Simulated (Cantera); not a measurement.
Charge: 1 mol MgO, 5.5 mol C, 0.31 mol H₂, equilibrated at 6.60 mbar.

These are equilibrium values from Cantera (NASA tables, ideal gas, pure condensed phases), not measurements of a reactor. Candidate condensed phases: C, C₆H₆, C₇H₈, C₈H₁₈, H₂O, Mg, MgCO₃, MgO, Mg(OH)₂; 116 gas species. The tables' values for MgH are old estimates; treat these amounts as uncertain. Kinetics and transport are ignored. All values below are at 1150 °C.

Base state: H₂ 0.940, CO 0.0302, Mg 0.0302, H 7.92e-5, MgH 2.25e-5, CH₄ 2.22e-5 (mole fractions); condensed: C(graphite) + MgO(s).

Task: What changes in the equilibrium state with this change: pressure from 6.60 mbar to 11.0 Pa?

Result: 
```csv
species,before,after
CO,0.0302,0.433
Mg,0.0302,0.433
H₂,0.940,0.134
CH₄,2.22e-5,7.53e-9
H,7.92e-5,0.000232
MgH,2.25e-5,1.57e-5
"C(graphite), mol",5.49,4.50
"MgO(s), mol",0.990,0
```
